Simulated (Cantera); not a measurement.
Feed: 1 mol n-butane, 7.8 mol H2, 1.6 mol N2, equilibrated at 1123 K and 1 atm.

These are equilibrium values from Cantera (NASA tables, ideal gas, pure condensed phases), not measurements of a reactor. Candidate condensed phases: C, C6H6, C7H8, C8H18; 92 gas species. The numbers say what is thermodynamically allowed, not how fast it happens.

Base state: H2 0.864, N2 0.114, CH4 0.0222, NH3 7.69e-5 (mole fractions); condensed: C(graphite).

Task: What changes in the equilibrium state with this change: temperature from 1123 K to 1473.15 K?

Result: 
| species | before | after |
|---|---|---|
| H2 | 0.864 | 0.886 |
| N2 | 0.114 | 0.111 |
| CH4 | 0.0222 | 0.00233 |
| H | 3.93e-8 | 1.19e-5 |
| HCN | 9.38e-6 | 0.000274 |
| NH3 | 7.69e-5 | 1.90e-5 |
| C(graphite), mol | 3.69 | 3.96 |

Task: What changes in the equilibrium state with this change: temperature from 1123 K to 2773 K?

Result: 
| species | before | after |
|---|---|---|
| H2 | 0.864 | 0.783 |
| N2 | 0.114 | 0.0875 |
| H | 3.93e-8 | 0.0653 |
| HCN | 9.38e-6 | 0.0343 |
| C2H2 (acetylene) | 1.90e-8 | 0.0238 |
| CH4 | 0.0222 | 6.29e-5 |
| C4H2 | <1e-9 | 0.000302 |
| C2H | <1e-9 | 0.000240 |
| CN | <1e-9 | 0.000233 |
| HNC | 3.08e-8 | 0.00532 |
| C(graphite), mol | 3.69 | 2.67 |
